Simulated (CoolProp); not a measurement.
Hexamethyldisiloxane (MM) along the isotherm 346.85 °C: density (kg/m³) from the reference equation and from simpler models built on Tc = 245.6 °C, pc = 1.931 MPa, ω = 0.418; each cubic takes its own stable root.

Computed with CoolProp (reference Helmholtz-energy equation of state, Thol 2016).

| p (MPa) | phase | reference | ideal gas | van der Waals | Redlich-Kwong | Soave-Redlich-Kwong | Peng-Robinson |
|---|---|---|---|---|---|---|---|
| 0.536 | gas | 17.82 | 16.88 | 17.87 | 17.91 | 17.72 | 17.87 |
| 1.07 | gas | 37.67 | 33.70 | 38.07 | 38.15 | 37.22 | 37.89 |
| 1.61 | gas | 60.23 | 50.71 | 61.96 | 61.81 | 59.16 | 60.75 |
| 2.15 | supercritical | 85.59 | 67.72 | 91.09 | 89.69 | 83.62 | 86.60 |
| 2.68 | supercritical | 113.4 | 84.42 | 127.6 | 122.3 | 110.2 | 115.0 |
| 3.22 | supercritical | 144.9 | 101.4 | 174.4 | 161.1 | 139.7 | 146.7 |
| 3.75 | supercritical | 178.8 | 118.1 | 218.3 | 202.1 | 170.0 | 179.5 |
| 4.29 | supercritical | 215.3 | 135.1 | 250.1 | 241.1 | 200.5 | 212.7 |
| 4.83 | supercritical | 251.2 | 152.1 | 272.4 | 273.9 | 229.2 | 244.1 |
